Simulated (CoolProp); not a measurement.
Vapour-liquid equilibrium of toluene (1) + n-dodecane (2) at 0.0749 MPa; x and y are mole fractions of (1).

Computed with CoolProp (multi-fluid Helmholtz-energy mixture model, Lemmon 2006 and Lemmon 2004; pair parameters Bell 2016).

### Question
Give the bubble temperature and the first vapour's composition at x = 0.2, 0.65, 0.8. Is there an azeotrope?

### Answer
x = 0.2: 433.3 K, y = 0.765; x = 0.65: 388.0 K, y = 0.981; x = 0.8: 380.9 K, y = 0.992. No azeotrope shows between x = 0.05 and 0.95.

The pair parameters rest on a limited set of measurements; away from them the model extrapolates.
